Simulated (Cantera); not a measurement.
Feed: 1 mol Pb, 4.2 mol H₂O, 89 mol N₂, equilibrated at 2.70 bar.

Equilibrium computed with Cantera from the NASA thermochemical tables; the gas is ideal and each condensed phase is pure. Candidate condensed phases: H₂O, Pb, PbO, PbO₂, Pb₃O₄; 27 gas species. Kinetics and transport are ignored. All values below are at 927 °C.

Base state: N₂ 0.955, H₂O 0.0450, Pb 0.000238, H₂ 1.86e-5, PbO 1.86e-5 (mole fractions); condensed: Pb(l).

What changes in the equilibrium state with this change: Pb replaced by Al?


```csv
species,before,after
N₂,0.955,0.955
H₂O,0.0450,0.0290
H₂,1.86e-5,0.0161
Pb,0.000238,0
PbO,1.86e-5,0
"Pb(l), mol",0.976,0
"Al₂O₃(s), mol",0,0.500
```
Further candidate phases: Al, AlN, Al₂O₃.
